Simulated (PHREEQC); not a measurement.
Solution (75 °C): 0.015 mol/kgw HF, 0.00066 mol/kgw NH4HF2 and 0.00028 mol/kgw H3PO4. Closed to the air; pH follows from the charge balance.

The numbers come from PHREEQC with the ion-association model, phreeqc.dat.

Each row changes one thing in this solution. Precipitation was switched off in this run.

```csv
case,pH,ionic strength (mol/kgw),HF (mol/kgw),F- (mol/kgw),HF2- (mol/kgw),NH3 (mol/kgw)
as made,2.76,0.00248,0.0139,0.00215,0.000130,4.14e-9
diluted 2-fold with water,2.92,0.00160,0.00663,0.00144,4.16e-5,2.98e-9
H3PO4 from 0.00028 to 2.8e-05 mol/kgw,2.79,0.00239,0.0138,0.00224,0.000134,4.35e-9
H3PO4 left out,2.79,0.00238,0.0138,0.00225,0.000135,4.37e-9
temperature from 75 to 10 °C,2.50,0.00400,0.0124,0.00365,0.000150,3.65e-11
NH4HF2 from 0.00066 to 0.000726 mol/kgw,2.77,0.00253,0.0140,0.00219,0.000133,4.61e-9
```

At this temperature some constants are extrapolated from 25 °C, and those without enthalpy data are left unchanged.
